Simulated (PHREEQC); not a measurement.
1 kg of water holding 18 mmol/kgw CaCl2 meets 20 L of dry gas (N2 1 by moles) at fixed total pressure, at 100 °C; fugacities by Peng-Robinson. The gases take part in no redox reaction, some water evaporates into the gas, and hydrates or a liquid gas phase aren't modelled. Nothing may precipitate in this run.

The numbers come from PHREEQC with the ion-association model, phreeqc.dat.

```csv
P (atm),dissolved N2 (mol/kgw),φ of N2
2,0.000453,1.004
5,0.00180,1.002
10,(withheld),1.001
20,0.00844,1.002
30,0.0128,1.002
40,0.0170,1.004
50,0.0212,(withheld)
75,0.0314,(withheld)
100,(withheld),1.013
150,0.0598,(withheld)
200,(withheld),1.040
300,0.109,1.079
400,0.139,1.128
```

Problem. Some entries are withheld; supply them.

Solution. 
- 10, dissolved N2 (mol/kgw): 0.00403
- 50, φ of N2: 1.005
- 75, φ of N2: 1.008
- 100, dissolved N2 (mol/kgw): 0.0412
- 150, φ of N2: 1.025
- 200, dissolved N2 (mol/kgw): 0.0773

Constants without temperature data keep their 25 °C values here.
